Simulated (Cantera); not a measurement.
A closed system holds: 1 mol SiHCl3, 0.13 mol NH3, 72 mol N2, equilibrated at 1427 °C and 0.0570 bar.

These are equilibrium values from Cantera (NASA tables, ideal gas, pure condensed phases), not measurements of a reactor. Candidate condensed phases: NH4Cl, Si, Si3N4; 28 gas species. The tables' values for SiCl3 are old estimates; treat these amounts as uncertain. Kinetics and transport are ignored.

Base state: N2 0.971, SiCl2 0.0128, HCl 0.0127, H2 0.00300, SiCl3 0.000572, Cl 0.000111, SiCl4 5.02e-5, H 3.38e-5 (mole fractions); condensed: gas only.

### Question
What changes in the equilibrium state with this change: NH3 from 0.13 to 0.6 mol?

### Answer
```
species          before     after
-------------  --------  --------
N2                0.971     0.961
HCl              0.0127    0.0176
SiCl2            0.0128    0.0105
H2              0.00300   0.00982
SiCl4           5.02e-5   2.42e-5
H               3.38e-5   6.11e-5
SiCl3          0.000572  0.000360
Cl             0.000111   8.53e-5
Si3N4(s), mol         0    0.0596
```

### Question
What changes in the equilibrium state with this change: temperature from 1427 °C to 725 °C?

### Answer
```
species          before    after
-------------  --------  -------
N2                0.971    0.976
HCl              0.0127   0.0165
SiCl4           5.02e-5  0.00608
SiCl2            0.0128  1.60e-7
H               3.38e-5    <1e-9
Cl             0.000111  4.01e-9
Si3N4(s), mol         0    0.184
```
